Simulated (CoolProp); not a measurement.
Values from CoolProp's reference Helmholtz-energy equation of state, Guder 2009.

Question: Give the vapour pressure (MPa), liquid density (kg/m³), vapour Z, liquid viscosity (µPa s) of saturated sulfur hexafluoride at -26.35, 7.65 °C.

Answer: 
| T (°C) | p (MPa) | liquid density (kg/m³) | vapour Z | liquid viscosity (µPa s) |
|---|---|---|---|---|
| -26.35 | 0.559 | 1720 | 0.869 | 287 |
| 7.65 | 1.54 | 1500 | 0.730 | 162 |

Viscosity comes from a separate model (Quiñones-Cisneros 2012).
